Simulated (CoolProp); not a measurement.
The fluid at 443.9 K and 1.06 MPa flows at 2.2 m/s in a round tube of 50 mm bore and 15 µm roughness, fully developed (64/Re and Nu = 3.66 if laminar; Colebrook and Gnielinski if turbulent). The same conditions are run with several fluids, on thermodynamics alone (safety and materials aside).

The numbers come from the reference Helmholtz-energy equation of state of each fluid (ethane: Bücker 2006; R227EA: Lemmon 2016; R13: Platzer 1990; c-C4F8 (RC318): Platzer 1990; propylene: Lemmon 2013) in CoolProp. The equations of Platzer and Polt are older, rougher fits.

```json
[
 {"fluid": "ethane", "Reynolds number": "71500", "Darcy friction factor": "…", "pressure drop (Pa/m)": "8.78", "heat-transfer coefficient (W/(m² K))": "…", "mass flow (kg/h)": "137"},
 {"fluid": "R227EA", "Reynolds number": "…", "Darcy friction factor": "0.0168", "pressure drop (Pa/m)": "42.7", "heat-transfer coefficient (W/(m² K))": "284", "mass flow (kg/h)": "815"},
 {"fluid": "R13", "Reynolds number": "163000", "Darcy friction factor": "0.0182", "pressure drop (Pa/m)": "27.0", "heat-transfer coefficient (W/(m² K))": "138", "mass flow (kg/h)": "477"},
 {"fluid": "c-C4F8 (RC318)", "Reynolds number": "…", "Darcy friction factor": "0.0166", "pressure drop (Pa/m)": "50.2", "heat-transfer coefficient (W/(m² K))": "316", "mass flow (kg/h)": "…"},
 {"fluid": "propylene", "Reynolds number": "107000", "Darcy friction factor": "0.0193", "pressure drop (Pa/m)": "11.8", "heat-transfer coefficient (W/(m² K))": "157", "mass flow (kg/h)": "196"}
]
```

Task: Some entries are withheld; supply them.

Result: 
- ethane, Darcy friction factor: 0.0206
- ethane, heat-transfer coefficient (W/(m² K)): 134
- R227EA, Reynolds number: 329000
- c-C4F8 (RC318), Reynolds number: 388000
- c-C4F8 (RC318), mass flow (kg/h): 973

Transport values come from each fluid's own correlations; those of R227EA, R13, c-C4F8 (RC318), propylene are estimates that may be off by 10 % or more.
